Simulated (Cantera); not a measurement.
Charge: 1 mol SiCl4, 3.1 mol N2O, held at 0.000550 bar.

Method: chemical equilibrium by Gibbs-energy minimisation in Cantera with the NASA 1993 tables (ideal gas, pure condensed phases). Candidate condensed phases: Si, SiO2, Si2N2O, Si3N4; 23 gas species. The tables hold silica as quartz up to 1696 K and as liquid above; real silica turns to tridymite and cristobalite and melts near 1996 K. The numbers say what is thermodynamically allowed, not how fast it happens.

Task: Which condensed phases are stable at each of these points (T (K)): 1550, 1575, 1600, 1625, 1650, 1675, 1700, 1725, 1750, 1775, 1800, 1825?

Result: 
```csv
T (K),condensed phases,Si condensed (%)
1550,SiO2(β-quartz),100.0
1575,SiO2(β-quartz),100.0
1600,SiO2(β-quartz),100.0
1625,SiO2(β-quartz),100.0
1650,SiO2(β-quartz),100.0
1675,SiO2(β-quartz),100.0
1700,SiO2(condensed),100.0
1725,SiO2(condensed),100.0
1750,SiO2(condensed),100.0
1775,SiO2(condensed),100.0
1800,SiO2(condensed),100.0
1825,SiO2(condensed),99.9
```

From 1550 K to 1675 K the condensed part is SiO2(β-quartz). From 1700 K to 1825 K the condensed part is SiO2(condensed).
